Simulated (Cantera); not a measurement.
A closed system holds: 1 mol N2O, 0.14 mol H2O, 0.25 mol H2, held at 1.00 bar.

Method: chemical equilibrium by Gibbs-energy minimisation in Cantera with the NASA 1993 tables (ideal gas, pure condensed phases). Candidate condensed phases: H2O; 24 gas species. Rates play no part.

x: gas mole fraction; nothing condenses.

```json
[
 {"T (K)": "1450", "x N2": "0.566", "x H2O": "0.221", "x O2": "0.212", "x NO": "0.000809", "x OH": "7.43e-5", "x O": "___"},
 {"T (K)": "1550", "x N2": "0.566", "x H2O": "0.221", "x O2": "0.212", "x NO": "0.00132", "x OH": "0.000178", "x O": "___"},
 {"T (K)": "1650", "x N2": "0.565", "x H2O": "0.221", "x O2": "0.211", "x NO": "0.00203", "x OH": "0.000382", "x O": "___"},
 {"T (K)": "1750", "x N2": "0.565", "x H2O": "0.221", "x O2": "0.211", "x NO": "0.00296", "x OH": "0.000751", "x O": "___"},
 {"T (K)": "1850", "x N2": "0.564", "x H2O": "0.220", "x O2": "0.210", "x NO": "0.00415", "x OH": "0.00137", "x O": "___"},
 {"T (K)": "1950", "x N2": "0.563", "x H2O": "0.220", "x O2": "0.209", "x NO": "0.00561", "x OH": "0.00236", "x O": "___"},
 {"T (K)": "2050", "x N2": "0.562", "x H2O": "0.219", "x O2": "0.207", "x NO": "0.00735", "x OH": "0.00383", "x O": "___"},
 {"T (K)": "2150", "x N2": "0.561", "x H2O": "0.217", "x O2": "0.206", "x NO": "0.00938", "x OH": "0.00594", "x O": "___"},
 {"T (K)": "2250", "x N2": "0.559", "x H2O": "0.215", "x O2": "0.203", "x NO": "0.0117", "x OH": "0.00882", "x O": "___"},
 {"T (K)": "2350", "x N2": "0.556", "x H2O": "0.212", "x O2": "0.200", "x NO": "0.0143", "x OH": "0.0126", "x O": "___"}
]
```

**Question.** Some entries are withheld; supply them.

**Answer.** 
- 1450, x O: 9.25e-7
- 1550, x O: 3.60e-6
- 1650, x O: 1.19e-5
- 1750, x O: 3.43e-5
- 1850, x O: 8.84e-5
- 1950, x O: 0.000206
- 2050, x O: 0.000443
- 2150, x O: 0.000886
- 2250, x O: 0.00166
- 2350, x O: 0.00295
